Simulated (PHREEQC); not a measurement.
A solution holds 0.21 mol HCl, 0.055 mol ZnSO4 and 7.9e-05 mol MgSO4 per kg of water, at 70 °C. Closed to the air; pH follows from the charge balance.

The numbers come from PHREEQC with the ion-association model, phreeqc.dat.

Q: The ionic strength comes out as 0.277 mol/kgw. What activity coefficients do Mg+2, HSO4-, ZnCl4-2, Cl-, H+ get?

A: Mg+2 0.29, HSO4- 0.71, ZnCl4-2 0.24, Cl- 0.67, H+ 0.77.

This is a speciation only: nothing precipitates in the calculation. Constants without temperature data keep their 25 °C values here.
